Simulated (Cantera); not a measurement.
Source: NASA polynomial tables (part measured, part estimated), evaluated in Cantera. Values are per mole of reaction as written; species without (g) are pure solids or liquids, kept so even where they would boil at 1 bar. ZrN: taken at fixed stoichiometry.

3 N₂O(g) + 6 ZrO₂ ⇌ 6 ZrN + 5 O₃(g)

| T (K) | ΔH° (kJ) | ΔS° (J/K) | ΔG° (kJ) | log10 K |
|---|---|---|---|---|
| 1023 | 4840.8 | 438.4 | 4392.4 | -224.27 |
| 1098 | ? | ? | ? | ? |
| 1173 | ? | ? | ? | ? |
| 1248 | ? | ? | ? | ? |
| 1323 | ? | ? | ? | ? |

Problem. Some entries are withheld; supply them.

Solution. 
- 1098, ΔH° (kJ): 4838.8
- 1098, ΔS° (J/K): 436.4
- 1098, ΔG° (kJ): 4359.6
- 1098, log10 K: -207.39
- 1173, ΔH° (kJ): 4836.5
- 1173, ΔS° (J/K): 434.4
- 1173, ΔG° (kJ): 4326.9
- 1173, log10 K: -192.68
- 1248, ΔH° (kJ): 4834.1
- 1248, ΔS° (J/K): 432.4
- 1248, ΔG° (kJ): 4294.4
- 1248, log10 K: -179.74
- 1323, ΔH° (kJ): 4831.7
- 1323, ΔS° (J/K): 430.6
- 1323, ΔG° (kJ): 4262.1
- 1323, log10 K: -168.27
